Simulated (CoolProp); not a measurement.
Vapour-liquid equilibrium of propane (1) + c-C4F8 (RC318) (2) at 336.6 K; x and y are mole fractions of (1).

The numbers come from the multi-fluid Helmholtz-energy mixture model, Lemmon 2009 and Platzer 1990; pair parameters Bell 2016 in CoolProp. This equation is an older, rougher fit; its heat capacities, sound speeds and derivatives of the liquid may be far off and weren't checked against measurements.

```json
[
 {"x": "0.05", "bubble pressure (MPa)": "1.060", "y at the bubble point": "0.146", "dew pressure at overall composition x (MPa)": "0.9599", "liquid density (mol/L)": "6.671"},
 {"x": "0.15", "bubble pressure (MPa)": "1.331", "y at the bubble point": "0.340", "dew pressure at overall composition x (MPa)": "1.066", "liquid density (mol/L)": "6.795"},
 {"x": "0.25", "bubble pressure (MPa)": "1.563", "y at the bubble point": "0.463", "dew pressure at overall composition x (MPa)": "1.193", "liquid density (mol/L)": "6.920"},
 {"x": "0.35", "bubble pressure (MPa)": "1.756", "y at the bubble point": "0.550", "dew pressure at overall composition x (MPa)": "1.348", "liquid density (mol/L)": "7.055"},
 {"x": "0.45", "bubble pressure (MPa)": "1.915", "y at the bubble point": "0.618", "dew pressure at overall composition x (MPa)": "1.536", "liquid density (mol/L)": "7.212"},
 {"x": "0.55", "bubble pressure (MPa)": "2.045", "y at the bubble point": "0.677", "dew pressure at overall composition x (MPa)": "1.757", "liquid density (mol/L)": "7.409"},
 {"x": "0.65", "bubble pressure (MPa)": "2.150", "y at the bubble point": "0.734", "dew pressure at overall composition x (MPa)": "1.989", "liquid density (mol/L)": "7.673"},
 {"x": "0.75", "bubble pressure (MPa)": "2.231", "y at the bubble point": "0.794", "dew pressure at overall composition x (MPa)": "2.176", "liquid density (mol/L)": "8.036"},
 {"x": "0.85", "bubble pressure (MPa)": "2.281", "y at the bubble point": "0.863", "dew pressure at overall composition x (MPa)": "2.275", "liquid density (mol/L)": "8.526"},
 {"x": "0.95", "bubble pressure (MPa)": "2.289", "y at the bubble point": "0.948", "dew pressure at overall composition x (MPa)": "2.289", "liquid density (mol/L)": "9.156"}
]
```

y crosses x between x = 0.85 and 0.95: the model has an azeotrope there.

Pair parameters are fitted to limited data, so mixtures are less certain than the pure fluids.
